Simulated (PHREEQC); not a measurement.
1 kg of water holding 0.39 mol KCl and 0.26 mol K2SO4 is evaporated at 25 °C; the solids stay in contact with the brine. No CO2 enters from the air. Only these solids could form: Arcanite, Misenite, Sylvite.

Equilibrium calculation in PHREEQC: Pitzer model, pitzer.dat.

```
water left (kg)  ionic strength  water activity  Sylvite (mol)  Arcanite (mol)  Cl in solution (mol/kgw)  K in solution (mol/kgw)
---------------  --------------  --------------  -------------  --------------  ------------------------  -----------------------
1                          1.17           0.978              0               0                     0.390                    0.910
0.6755                     1.73           0.968              0               0                     0.577                     1.35
0.4563                     2.00           0.960              0          0.0866                     0.855                     1.61
0.3082                     2.18           0.949              0           0.166                      1.27                     1.87
0.2082                     2.56           0.933              0           0.212                      1.87                     2.33
0.1407                     3.25           0.905              0           0.238                      2.77                     3.09
0.09502                    4.40           0.863              0           0.251                      4.10                     4.30
0.05275                    4.98           0.842          0.140           0.256                      4.73                     4.90
0.03564                    4.98           0.842          0.221           0.257                      4.73                     4.90
0.02407                    4.98           0.842          0.276           0.258                      4.73                     4.90
0.01627                    4.98           0.842          0.313           0.259                      4.73                     4.90
0.01099                    4.98           0.842          0.338           0.259                      4.73                     4.90
0.007426                   4.98           0.842          0.355           0.259                      4.73                     4.90
0.005012                   4.98           0.842          0.366           0.260                      4.73                     4.90
```

Arcanite from water left = 0.5552 kg; Sylvite from water left = 0.07809 kg.

Species that the database lacks are ignored.
